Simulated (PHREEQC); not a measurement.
CaCl2 is added in steps, without added water, to 1 kg of water holding 0.0022 mol/kgw CuCl2, at 20 °C. Oxygen is held at 0.21 atm. CO2 from the air is kept out. Solids allowed: Portlandite, Cu(OH)2, Atacamite. Others were left out.

Base run: PHREEQC, ion-association model, wateq4f.dat. Each further column changes one thing. The table gives Atacamite (mol).

| CaCl2 added (mol) | base | metal-ligand complexes left out | Davies equation for every ion | all activity coefficients set to 1 | Debye-Hückel limiting law |
|---|---|---|---|---|---|
| 0 | 0 | 0 | 0 | 1.65e-7 | 0 |
| 0.000275 | 0 | 0 | 0 | 4.35e-7 | 0 |
| 0.000825 | 3.27e-8 | 4.45e-8 | 5.18e-8 | 8.78e-7 | 0 |
| 0.0011 | 1.90e-7 | 2.03e-7 | 2.10e-7 | 1.06e-6 | 9.50e-8 |
| 0.001375 | 3.30e-7 | ? | ? | 1.23e-6 | 2.28e-7 |
| 0.001925 | 5.72e-7 | 5.88e-7 | 5.94e-7 | 1.53e-6 | 4.54e-7 |
| 0.0022 | 6.78e-7 | 6.94e-7 | 6.99e-7 | 1.67e-6 | ? |
| 0.002475 | 7.75e-7 | 7.93e-7 | 7.97e-7 | 1.79e-6 | 6.41e-7 |
| 0.003025 | 9.48e-7 | 9.68e-7 | 9.71e-7 | 2.01e-6 | 7.98e-7 |
| 0.0033 | 1.03e-6 | 1.05e-6 | 1.05e-6 | 2.12e-6 | ? |
| 0.003575 | 1.10e-6 | 1.12e-6 | 1.12e-6 | 2.21e-6 | 9.33e-7 |
| 0.004125 | 1.23e-6 | 1.26e-6 | 1.26e-6 | 2.40e-6 | 1.05e-6 |
| 0.0044 | 1.29e-6 | 1.32e-6 | 1.32e-6 | 2.48e-6 | 1.10e-6 |

Task: Some entries are withheld; supply them.

Result: 
- 0.001375, metal-ligand complexes left out: 3.44e-7
- 0.001375, Davies equation for every ion: 3.51e-7
- 0.0022, Debye-Hückel limiting law: 5.51e-7
- 0.0033, Debye-Hückel limiting law: 8.68e-7
